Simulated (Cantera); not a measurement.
Input (Python, Cantera):

```python
import numpy as np
import cantera as ct

gas = ct.Solution("gri30.yaml")
gas.TPX = 1250, 310, {'H2': 0.032, 'O2': 1}
reactor = ct.IdealGasConstPressureReactor(gas, energy="off", clone=False)
net = ct.ReactorNet([reactor])
net.rtol, net.atol = 1e-08, 1e-18
show = ['H2', 'O2', 'HO2', 'H2O', 'H', 'O']
times = np.geomspace(6e-06, 200, 14)

steps = ct.SolutionArray(gas, extra=["t"])
rows = []
print(f"{'t/s':>10s}{'T/K':>9s}{'P/Pa':>11s}" + "".join(f"{s:>11s}" for s in show))
for t in times:
    while net.time < t:
        t_next = net.step()
        steps.append(gas.state, t=t_next)
    rows.append([np.interp(t, steps.t, y) for y in (steps.T, steps.P, *steps(*show).X.T)])
    print(f"{t:10.3e}{rows[-1][0]:9.1f}{rows[-1][1]:11.4g}" + "".join(f"{x:11.3e}" for x in rows[-1][2:]))
rate = np.gradient(steps.T, steps.t)
print("integrator steps:", len(steps.t))
if steps.T.max() > steps.T[0] + 200:
    print(f"time of steepest temperature rise: {steps.t[rate.argmax()]:.4e} s")
gas.TPX = 1250, 310, {'H2': 0.032, 'O2': 1}
gas.equilibrate("TP")
print(f"equilibrium (TP): T = {gas.T:.1f} K  " + "  ".join(f"{s} {gas[s].X[0]:.3e}" for s in show))
```

Output:

```
       t/s      T/K       P/Pa         H2         O2        HO2        H2O          H          O
 6.000e-06   1250.0        310  3.101e-02  9.690e-01  9.542e-11  9.199e-15  9.352e-11  1.906e-12
 2.274e-05   1250.0        310  3.101e-02  9.690e-01  3.617e-10  4.934e-13  3.357e-10  2.647e-11
 8.620e-05   1250.0        310  3.101e-02  9.690e-01  1.371e-09  2.303e-11  1.066e-09  3.281e-10
 3.267e-04   1250.0        310  3.101e-02  9.690e-01  5.197e-09  8.763e-10  2.787e-09  3.285e-09
 1.238e-03   1250.0        310  3.101e-02  9.690e-01  1.970e-08  2.841e-08  1.267e-08  3.543e-08
 4.694e-03   1250.0        310  3.100e-02  9.690e-01  7.665e-08  5.643e-06  1.300e-06  4.415e-06
 1.779e-02   1250.0        310  6.631e-04  9.426e-01  5.190e-07  2.688e-02  3.770e-03  2.289e-02
 6.744e-02   1250.0        310  3.453e-04  9.428e-01  4.667e-07  2.783e-02  3.105e-03  2.330e-02
 2.556e-01   1250.0        310  3.050e-04  9.461e-01  4.481e-07  2.829e-02  2.540e-03  2.032e-02
 9.689e-01   1250.0        310  1.974e-04  9.544e-01  3.825e-07  2.942e-02  1.278e-03  1.276e-02
 3.673e+00   1250.0        310  5.947e-05  9.642e-01  2.222e-07  3.072e-02  2.036e-04  3.725e-03
 1.392e+01   1250.0        310  7.698e-06  9.678e-01  6.465e-08  3.128e-02  9.350e-06  4.760e-04
 5.277e+01   1250.0        310  8.085e-07  9.684e-01  1.254e-08  3.143e-02  3.175e-07  4.985e-05
 2.000e+02   1250.0        310  1.100e-07  9.685e-01  5.837e-09  3.147e-02  1.595e-08  6.784e-06
integrator steps: 1391
equilibrium (TP): T = 1250.0 K  H2 1.995e-08  O2 9.685e-01  HO2 9.531e-09  H2O 3.149e-02  H 1.235e-09  O 1.231e-06
```

Detailed kinetics in Cantera: GRI-Mech 3.0 (53 species, 325 reactions). Radical loss at walls, strong at low pressure, is not modelled.
